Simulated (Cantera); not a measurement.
## Adiabatic ignition

An adiabatic, constant-pressure homogeneous reactor starts with CH₃OH : O₂ : N₂ : H₂O = 1 : 3.57 : 13.4 : 2.4 (molar parts), at 1425 K and 1.80 bar.

Cantera simulation using GRI-Mech 3.0 (53 species, 325 reactions); the numbers are that mechanism's predictions, not measurements. GRI-Mech 3.0 was tuned for natural gas; its chemistry of methanol as a main component is partial and can be far from experiment.

```csv
t (s),T (K),x CH₃OH,x O₂,x H₂O,x N₂O,x NO
8.00e-6,1425,0.0491,0.175,0.118,1.11e-11,<1e-12
3.52e-5,1425,0.0490,0.175,0.118,2.65e-10,<1e-12
0.000155,1430,0.0451,0.173,0.120,8.48e-9,<1e-12
0.000684,2201,<1e-12,0.0980,0.207,5.04e-7,2.55e-5
0.00301,2201,<1e-12,0.0979,0.207,4.95e-7,9.98e-5
0.0133,2200,<1e-12,0.0978,0.207,4.95e-7,0.000422
0.0585,2198,<1e-12,0.0971,0.207,4.92e-7,0.00174
0.258,2191,<1e-12,0.0954,0.207,4.93e-7,0.00538
1.13,2187,<1e-12,0.0944,0.207,4.98e-7,0.00740
5.00,2187,<1e-12,0.0944,0.207,4.98e-7,0.00742
```
x: mole fraction; the columns are a selection and need not sum to one.

```yaml
time_of_steepest_temperature_rise: 0.268 ms
temperature at 5.00 s: 2187 K
equilibrium_temperature: 2187 K
x(CH₃OH) at 5.00 s: <1e-12 (gas-phase equilibrium <1e-12)
x(O₂) at 5.00 s: 0.0944 (gas-phase equilibrium 0.0944)
x(H₂O) at 5.00 s: 0.207 (gas-phase equilibrium 0.207)
```
